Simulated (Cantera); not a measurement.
## Adiabatic ignition

An adiabatic, constant-pressure homogeneous reactor starts with CH₄ : O₂ : N₂ = 1 : 3.39 : 12.7 (molar parts), at 1800 K and 500000 Pa.

Detailed kinetics in Cantera: GRI-Mech 3.0 (53 species, 325 reactions).

```csv
t (s),T (K),x CH₄,x O₂,x C₂H,x H₂,x HCN
1.00e-6,1800,0.0585,0.198,<1e-12,5.32e-6,<1e-12
2.26e-6,1800,0.0584,0.198,<1e-12,1.37e-5,<1e-12
5.09e-6,1800,0.0582,0.198,<1e-12,4.25e-5,<1e-12
1.15e-5,1802,0.0569,0.197,3.89e-12,0.000256,8.65e-12
2.59e-5,2082,0.0184,0.154,9.16e-7,0.0166,1.61e-7
5.85e-5,2759,<1e-12,0.0797,<1e-12,0.00331,5.10e-11
0.000132,2766,<1e-12,0.0788,<1e-12,0.00315,6.24e-11
0.000298,2761,<1e-12,0.0771,<1e-12,0.00313,8.19e-11
0.000672,2753,<1e-12,0.0745,<1e-12,0.00310,1.09e-10
0.00152,2746,<1e-12,0.0720,<1e-12,0.00307,1.31e-10
0.00342,2744,<1e-12,0.0711,<1e-12,0.00306,1.38e-10
0.00772,2744,<1e-12,0.0711,<1e-12,0.00306,1.38e-10
0.0174,2744,<1e-12,0.0711,<1e-12,0.00306,1.38e-10
0.0393,2744,<1e-12,0.0711,<1e-12,0.00306,1.38e-10
0.0886,2744,<1e-12,0.0711,<1e-12,0.00306,1.38e-10
0.200,2744,<1e-12,0.0711,<1e-12,0.00306,1.38e-10
```
x: mole fraction; the columns are a selection and need not sum to one.

```yaml
time_of_steepest_temperature_rise: 26.8 µs
temperature at 0.200 s: 2744 K
equilibrium_temperature: 2744 K
x(CH₄) at 0.200 s: <1e-12 (gas-phase equilibrium <1e-12)
x(O₂) at 0.200 s: 0.0711 (gas-phase equilibrium 0.0711)
x(C₂H) at 0.200 s: <1e-12 (gas-phase equilibrium <1e-12)
```
